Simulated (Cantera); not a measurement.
A Cantera script and its output.

```python
import numpy as np
import cantera as ct

gas = ct.Solution("gri30.yaml", transport_model="mixture-averaged")
show = ['CH3', 'OH', 'CO2']

rows = []
print(f"{'T/K':>7s}{'rho':>11s}{'cp':>10s}{'mu':>11s}{'lambda':>11s}{'Pr':>7s}" + "".join(f"{'D_' + s:>11s}" for s in show))
for T in [400, 550, 700, 850, 1000, 1150, 1300, 1450]:
    gas.TPX = T, 1100, {'NO': 0.36}
    Pr = gas.cp_mass * gas.viscosity / gas.thermal_conductivity
    D = [gas.mix_diff_coeffs_mole[gas.species_index(s)] for s in show]
    rows.append([gas.density, gas.cp_mass, gas.viscosity, gas.thermal_conductivity, Pr, *D])
    print(f"{T:7g}{gas.density:11.4e}{gas.cp_mass:10.1f}{gas.viscosity:11.4e}"
          f"{gas.thermal_conductivity:11.4e}{Pr:7.3f}" + "".join(f"{d:11.4e}" for d in D))
print("SI units: kg/m3, J/kg/K, Pa s, W/m/K, m2/s")
```

It prints:

```
    T/K        rho        cp         mu     lambda     Pr      D_CH3       D_OH      D_CO2
    400 9.9245e-03     998.6 2.3120e-05 3.2415e-02  0.712 3.4122e-03 4.7610e-03 2.4039e-03
    550 7.2178e-03    1028.1 2.8863e-05 4.1984e-02  0.707 5.9205e-03 8.1844e-03 4.2193e-03
    700 5.6711e-03    1067.4 3.3953e-05 5.1279e-02  0.707 8.9258e-03 1.2279e-02 6.4018e-03
    850 4.6703e-03    1103.5 3.8609e-05 6.0168e-02  0.708 1.2384e-02 1.6989e-02 8.9169e-03
   1000 3.9698e-03    1132.7 4.2948e-05 6.8643e-02  0.709 1.6265e-02 2.2273e-02 1.1740e-02
   1150 3.4520e-03    1153.1 4.7043e-05 7.6728e-02  0.707 2.0543e-02 2.8100e-02 1.4854e-02
   1300 3.0537e-03    1170.7 5.0942e-05 8.4459e-02  0.706 2.5200e-02 3.4443e-02 1.8242e-02
   1450 2.7378e-03    1185.8 5.4678e-05 9.1868e-02  0.706 3.0220e-02 4.1282e-02 2.1894e-02
SI units: kg/m3, J/kg/K, Pa s, W/m/K, m2/s
```

Cantera simulation using GRI-Mech 3.0 (53 species, 325 reactions); the numbers are that mechanism's predictions, not measurements. The composition is frozen, though it would react at the higher temperatures.
